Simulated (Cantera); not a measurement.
## Equilibrium for silicon nitride deposition: SiHCl3 + NH3

Feed: 1 mol SiHCl3, a varied amount of NH3, equilibrated at 4.40 mbar.

These are equilibrium values from Cantera (NASA tables, ideal gas, pure condensed phases), not measurements of a reactor. Candidate condensed phases: NH4Cl, Si, Si3N4; 28 gas species. Mutual solubility and eutectic melting of coexisting phases are not modelled. The tables' values for SiCl3 are old estimates. Rates play no part.

Stable condensed phases:

```
T in K \ n(NH3) in mol
         0.19 0.37 0.55 0.73 0.91  1.1  1.3  1.4
   2098     A    A    A    A    A    A    A    A
   1998     A    A    A    A    A    A    A    A
   1898     A    A    A    A    A    A    A    A
   1798     A    A    A    A    A    A    A    A
   1698     A    A    A    A    A    A    A    A
   1598     A    A    A    A    A    A    A    B
   1498     A    A    B    B    B    B    B    B
   1398     B    B    B    B    B    B    B    B
   1298     B    B    B    B    B    B    B    B
   1198     C    B    B    B    B    B    B    B
   1098     C    B    B    B    B    B    B    B
    998     C    B    B    B    B    B    B    B
    898     C    B    B    B    B    B    B    B
```

A: gas only; B: Si3N4; C: Si + Si3N4.
